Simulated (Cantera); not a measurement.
An adiabatic, constant-pressure homogeneous reactor starts with CH4 : C2H6 : O2 : N2 = 1 : 0.053 : 0.911 : 3.42 (molar parts), at 1148 K and 760 Torr. Integrator tolerance rtol = 1e-08.

Detailed kinetics in Cantera: GRI-Mech 3.0 (53 species, 325 reactions).

Q: What does this change do: C2H6 0.053 to 0.087 parts?

A: 
```
quantity                                                              before                                      after
---------------------------------  -----------------------------------------  -----------------------------------------
time of steepest temperature rise                                    32.9 ms                                    17.6 ms
temperature at 0.300 s                                                2016 K                                     1951 K
equilibrium temperature                                               2016 K                                     1950 K
x(CH4) at 0.300 s                  9.43e-10 (gas-phase equilibrium 8.79e-10)    1.25e-5 (gas-phase equilibrium 2.05e-9)
x(C2H6) at 0.300 s                     <1e-12 (gas-phase equilibrium <1e-12)    5.90e-12 (gas-phase equilibrium <1e-12)
x(O2) at 0.300 s                     1.76e-8 (gas-phase equilibrium 1.77e-8)    4.27e-9 (gas-phase equilibrium 4.30e-9)
x(OH) at 0.300 s                     3.63e-5 (gas-phase equilibrium 3.64e-5)    1.73e-5 (gas-phase equilibrium 1.73e-5)
x(O) at 0.300 s                      1.00e-7 (gas-phase equilibrium 1.00e-7)    2.95e-8 (gas-phase equilibrium 2.97e-8)
x(CH2) at 0.300 s                      <1e-12 (gas-phase equilibrium <1e-12)     1.63e-9 (gas-phase equilibrium <1e-12)
x(HO2) at 0.300 s                  1.44e-11 (gas-phase equilibrium 1.45e-11)  3.58e-12 (gas-phase equilibrium 3.60e-12)
```

Q: What does this change do: CH4 1 to 0.45 parts?

A: 
| quantity | before | after |
|---|---|---|
| time of steepest temperature rise | 32.9 ms | 9.35 ms |
| temperature at 0.300 s | 2016 K | 2624 K |
| equilibrium temperature | 2016 K | 2624 K |
| x(CH4) at 0.300 s | 9.43e-10 (gas-phase equilibrium 8.79e-10) | <1e-12 (gas-phase equilibrium <1e-12) |
| x(C2H6) at 0.300 s | <1e-12 (gas-phase equilibrium <1e-12) | <1e-12 (gas-phase equilibrium <1e-12) |
| x(O2) at 0.300 s | 1.76e-8 (gas-phase equilibrium 1.77e-8) | 0.00420 (gas-phase equilibrium 0.00420) |
| x(OH) at 0.300 s | 3.63e-5 (gas-phase equilibrium 3.64e-5) | 0.0103 (gas-phase equilibrium 0.0103) |
| x(O) at 0.300 s | 1.00e-7 (gas-phase equilibrium 1.00e-7) | 0.00168 (gas-phase equilibrium 0.00168) |
| x(CH2) at 0.300 s | <1e-12 (gas-phase equilibrium <1e-12) | <1e-12 (gas-phase equilibrium <1e-12) |
| x(HO2) at 0.300 s | 1.44e-11 (gas-phase equilibrium 1.45e-11) | 1.35e-6 (gas-phase equilibrium 1.35e-6) |
